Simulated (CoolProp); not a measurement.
A single-stage vapour-compression cycle with the fluid: evaporating at 251.15 K (dew point), condensing at 294.15 K (bubble point), superheat 5 K, subcooling 8 K, compressor efficiency 0.7, no pressure losses. The same conditions are run with several fluids, on thermodynamics alone (safety and materials aside).

Computed with CoolProp (reference Helmholtz-energy equation of state of each fluid (R115: Lemmon 2016; carbon dioxide: Span 1996; c-C4F8 (RC318): Platzer 1990; R21: Platzer 1990; R123: Younglove 1994; R22: Kamei 1995)). The equations of Platzer and Polt are older, rougher fits.

```csv
fluid,cooling COP,pressure ratio,discharge temperature (K),refrigerating effect (kJ/kg),volumetric capacity (kJ/m³)
R115,3.40,3.94,302.1,86.5,1380
carbon dioxide,2.85,3.17,358.1,212,9850
c-C4F8 (RC318),3.46,5.54,294.7,89.4,426
R21,3.70,6.16,358.5,223,281
R123,3.73,7.32,322.4,158,123
R22,3.57,4.12,343.1,184,1800
```
